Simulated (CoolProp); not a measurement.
A single-stage vapour-compression cycle with the fluid: evaporating at 319.15 K (dew point), condensing at 344.15 K (bubble point), superheat 5 K, subcooling 8 K, compressor efficiency 0.85, no pressure losses. The same conditions are run with several fluids, on thermodynamics alone (safety and materials aside).

Computed with CoolProp (reference Helmholtz-energy equation of state of each fluid (fluoroethane (R161): Wu 2012; ethanol: Schroeder 2014; hydrogen sulfide: Lemmon 2006; isobutene: Lemmon 2005; R407C: Lemmon 2003; R365MFC: Lemmon 2016)). Blends and air are pseudo-pure fits.

Task: Rank fluoroethane (R161), ethanol, hydrogen sulfide, isobutene, R407C, R365MFC by cooling COP, highest first.

Result: ethanol (10.4), R365MFC (10.3), isobutene (10.1), fluoroethane (R161) (9.37), hydrogen sulfide (8.84), R407C (7.41)

```csv
fluid,pressure ratio,discharge temperature (K),refrigerating effect (kJ/kg),volumetric capacity (kJ/m³)
fluoroethane (R161),1.74,358.5,266,9620
ethanol,3.10,377.1,858,359
hydrogen sulfide,1.65,373.6,332,18000
isobutene,1.83,348.6,300,3920
R407C,1.94,362.2,133,10300
R365MFC,2.20,344.2,166,1190
```

The compression ends wet for: R365MFC.
